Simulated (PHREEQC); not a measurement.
Consider water at 25 °C with 0.03 mol/kgw HF, 0.031 mol/kgw NH4F, 0.015 mol/kgw (NH4)2SiF6 and 0.29 mol/kgw HCl. Closed to the air; pH follows from the charge balance.

The numbers come from PHREEQC with the ion-association model, phreeqc.dat.

Q: The ionic strength comes out as 0.335 mol/kgw. What activity coefficients do NH4+, HF2-, Cl-, SiF6-2, F- get?

A: NH4+ 0.63, HF2- 0.73, Cl- 0.68, SiF6-2 0.25, F- 0.67.

No solid was allowed to form. SiF6-2 is the database's only silicon fluoride.
